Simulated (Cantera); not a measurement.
Input: 1 mol CaF2, 0.4 mol HF, 1 mol N2, equilibrated at 43.0 mbar.

These are equilibrium values from Cantera (NASA tables, ideal gas, pure condensed phases), not measurements of a reactor. Candidate condensed phases: Ca, CaF2; 25 gas species. The numbers say what is thermodynamically allowed, not how fast it happens.

Problem. At 1900 K, list the 6 most abundant gas species with their mole fractions, and the condensed phases.

Solution. N2 0.695, HF 0.278, CaF2 0.0275, F 6.15e-5, H2 2.15e-5, H 1.77e-5. Condensed: CaF2(l).
